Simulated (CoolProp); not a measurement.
Vapour-liquid equilibrium of nitrogen (1) + methane (2) at -162.95 °C; x and y are mole fractions of (1).

Values from CoolProp's multi-fluid Helmholtz-energy mixture model, Span 2000 and Setzmann 1991; pair parameters Kunz 2012.

```
x     bubble pressure, mixture model (MPa)  bubble pressure, Raoult's law (MPa)  y, mixture model  y, Raoult's law
----  ------------------------------------  -----------------------------------  ----------------  ---------------
0.05                                0.2024                               0.1593             0.557            0.465
0.2                                 0.4754                               0.3683             0.820            0.805
0.35                                0.6834                               0.5773             0.883            0.899
0.5                                 0.8563                               0.7863             0.915            0.943
0.65                                 1.018                               0.9952             0.939            0.968
0.8                                  1.190                                1.204             0.962            0.985
0.95                                 1.399                                1.413             0.989            0.997
```

The largest gap from Raoult's law is +29.1 % in bubble pressure, at x = 0.2. No azeotrope shows between x = 0.05 and 0.95.

The pair parameters rest on a limited set of measurements; away from them the model extrapolates. The gap from Raoult's law changes sign with composition, which may be real or a fault of the pair parameters; it wasn't checked against measurements.
